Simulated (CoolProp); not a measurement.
Saturation properties of R125.

Model: reference Helmholtz-energy equation of state, Lemmon 2005, in CoolProp.

| T (K) | p (kPa) | liquid density (kg/m³) | surface tension (mN/m) |
|---|---|---|---|
| 225.4 | 103.0 | 1512 | 13.6 |
| 230.8 | 133.2 | 1493 | 12.8 |
| 236.3 | 170.6 | 1472 | 12.0 |
| 241.7 | 214.8 | 1452 | 11.2 |
| 247.1 | 267.3 | 1431 | 10.5 |
| 252.5 | 329.2 | 1409 | 9.71 |
| 257.9 | 401.4 | 1387 | 8.97 |
| 263.3 | 485.0 | 1364 | 8.24 |
| 268.8 | 583.0 | 1340 | 7.51 |
| 274.2 | 693.0 | 1315 | 6.80 |
| 279.6 | 817.9 | 1289 | 6.11 |
| 285 | 959.0 | 1262 | 5.43 |
| 290.4 | 1117 | 1234 | 4.77 |

It boils at 225.1 K under 1 atm.

Surface tension comes from a separate correlation (Mulero 2012).
